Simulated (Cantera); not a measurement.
Thermodynamics of silicon epitaxy and polysilicon growth, feed Si2H6 + N2

Charge: 1 mol Si2H6, 7.9 mol N2, held at 875 °C and 1.00 bar.

Method: chemical equilibrium by Gibbs-energy minimisation in Cantera with the NASA 1993 tables (ideal gas, pure condensed phases). Candidate condensed phases: Si, Si3N4; 18 gas species. The feed counts by its element totals alone. N2 is the only nitrogen source here; it is nearly inert below about 1500 K, so the nitride shown seldom forms there in practice. Kinetics and transport are ignored.

The x(N2) is 0.686, the x(H2) is 0.314 and the x(NH3) is 3.58e-5. The n(Si3N4(s)) is 0.667 mol, the gas amount comes out as 9.566 mol and the log10 activity of Si(s) (absent) is -5.41.
